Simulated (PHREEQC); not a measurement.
## Acid rinse or clean: speciation

Dissolve 0.0055 mol H2SO4, 0.012 mol ZnSO4 and 0.0049 mol KCl per kg of water at 22 °C. It is in equilibrium with CO2 at log p = 0 (atm). Otherwise closed; pH follows from the charge balance.

The numbers come from PHREEQC with the ion-association model, wateq4f.dat.

```
Quantity                   Value
----------------  --------------
pH                          2.18
ionic strength    0.0455 mol/kgw
total alkalinity    -11.0 meq/kg
```

```tsv
species	molality	activity	log γ
CO2	0.0366	0.0370	0.005
SO4-2	0.00951	0.00452	-0.323
Zn+2	0.00772	0.00382	-0.305
H+	0.00771	0.00662	-0.066
Cl-	0.00486	0.00398	-0.086
K+	0.00476	0.00390	-0.086
ZnSO4	0.00392	0.00396	0.005
HSO4-	0.00330	0.00273	-0.082
Zn(SO4)2-2	0.000318	0.000149	-0.329
```

No solid was allowed to form. Complexes and solids missing from the database can't appear.
